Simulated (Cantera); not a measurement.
## SiH4 + N2 (silicon nitride deposition)

Input: 1 mol SiH4, 0.48 mol N2, at 100000 Pa.

These are equilibrium values from Cantera (NASA tables, ideal gas, pure condensed phases), not measurements of a reactor. Candidate condensed phases: Si, Si3N4; 18 gas species. N2 is the only nitrogen source here; it is nearly inert below about 1500 K, so the nitride shown seldom forms there in practice. Mutual solubility and eutectic melting of coexisting phases are not modelled. Gases not in the tables: Si2H6 and higher silanes. Equilibrium is a limit: real reactors are often held back by kinetics, nucleation or transport.

```csv
T (K),x H2,x N2,x H,x SiH2,x Si,x SiH,n Si(s),n Si3N4(s),n Si(l)
1475,1.000,2.87e-5,1.30e-5,1.08e-6,5.75e-9,2.05e-8,0.280,0.240,0
1550,1.000,0.000123,3.15e-5,2.79e-6,3.32e-8,8.73e-8,0.280,0.240,0
1625,0.999,0.000457,7.05e-5,6.61e-6,1.63e-7,3.24e-7,0.281,0.240,0
1700,0.998,0.00156,0.000147,1.42e-5,6.79e-7,1.05e-6,0,0.238,0.285
1775,0.994,0.00582,0.000289,2.49e-5,2.20e-6,2.69e-6,0,0.234,0.298
1850,0.980,0.0195,0.000533,4.13e-5,6.45e-6,6.33e-6,0,0.220,0.339
1925,0.940,0.0590,0.000927,6.40e-5,1.74e-5,1.37e-5,0,0.177,0.468
2000,0.834,0.164,0.00149,8.85e-5,4.35e-5,2.70e-5,0,0.0431,0.870
```
x: gas mole fraction; n: condensed amount in mol.

From 1475 K to 1625 K the condensed part is Si(s) + Si3N4(s). From 1700 K to 2000 K the condensed part is Si(l) + Si3N4(s). The main Si-bearing gas is SiH2 throughout.
